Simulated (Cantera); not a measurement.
**borazine + H₂O + H₂ (boron, boron nitride and boron oxide)**

Feed: 1 mol borazine, 0.071 mol H₂O, 6.4 mol H₂, equilibrated at 13300 Pa.

These are equilibrium values from Cantera (NASA tables, ideal gas, pure condensed phases), not measurements of a reactor. Candidate condensed phases: B, BN, B₂O₃, B₃O₃H₃, H₂O; 39 gas species. The feed counts by its element totals alone. Mutual solubility and eutectic melting of coexisting phases are not modelled. Equilibrium is a limit: real reactors are often held back by kinetics, nucleation or transport.

From 1048 K to 1448 K the condensed part is BN(s) + B₂O₃(l). From 1548 K to 1648 K the condensed part is BN(s). The main B-bearing gas is HBO₂ at 1048 K and HBO at 1648 K.

```
T (K)   x H₂     x HBO     x N₂    x HBO₂     x H₂O    x B₂O₃       x H    x B₂O₂  n BN(s)  n B₂O₃(l)
-----  -----  --------  -------  --------  --------  --------  --------  --------  -------  ---------
1048   0.997   7.12e-8  0.00228   4.72e-6  0.000638  2.24e-10   2.11e-8    <1e-12     2.96     0.0216
1148   0.997   1.31e-6  0.00228   2.59e-5  0.000612   1.16e-8   1.96e-7  4.54e-11     2.96     0.0216
1248   0.997   1.50e-5  0.00228  0.000106  0.000585   3.11e-7   1.28e-6   3.84e-9     2.96     0.0211
1348   0.997  0.000118  0.00227  0.000347  0.000557   5.01e-6   6.33e-6   1.66e-7     2.96     0.0193
1448   0.995  0.000694  0.00227  0.000950  0.000533   5.39e-5   2.52e-5   4.17e-6     2.96     0.0132
1548   0.992   0.00270  0.00253   0.00169  0.000451  0.000264   8.40e-5   4.84e-5     2.95          0
1648   0.991   0.00476  0.00311  0.000842  0.000221  0.000172  0.000243  0.000118     2.94          0
```
x: gas mole fraction; n: condensed amount in mol.
